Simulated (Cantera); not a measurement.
A closed system holds: 1 mol SiH2Cl2, 15 mol NH3, 0.53 mol H2, held at 775 K and 72.0 mbar.

These are equilibrium values from Cantera (NASA tables, ideal gas, pure condensed phases), not measurements of a reactor. Candidate condensed phases: NH4Cl, Si, Si3N4; 28 gas species. Rates play no part.

Base state: H2 0.723, N2 0.214, HCl 0.0626, NH3 7.94e-5, SiCl4 3.45e-5 (mole fractions); condensed: Si3N4(s).

Q: What changes in the equilibrium state with this change: temperature from 775 K to 1798 K?

A: 
| species | before | after |
|---|---|---|
| H2 | 0.723 | 0.725 |
| N2 | 0.214 | 0.218 |
| HCl | 0.0626 | 0.0487 |
| SiCl2 | <1e-9 | 0.00675 |
| H | <1e-9 | 0.00112 |
| Cl | <1e-9 | 5.74e-5 |
| SiCl3 | <1e-9 | 5.27e-5 |
| Si3N4(s), mol | 0.333 | 0.260 |
The tables' values for SiCl3, SiCl are old estimates; treat these amounts as uncertain. Gases not in the tables: Si2H6 and higher silanes.

Q: What changes in the equilibrium state with this change: temperature from 775 K to 1898 K?

A: 
```tsv
species	before	after
H2	0.723	0.714
N2	0.214	0.230
HCl	0.0626	0.0454
SiCl2	<1e-9	0.00783
H	<1e-9	0.00246
Si	<1e-9	0.000171
SiCl	<1e-9	0.000123
Si3N4(s), mol	0.333	0
Si(l), mol	0	0.731
```
The tables' values for SiCl, SiCl3 are old estimates; treat these amounts as uncertain. Gases not in the tables: Si2H6 and higher silanes.
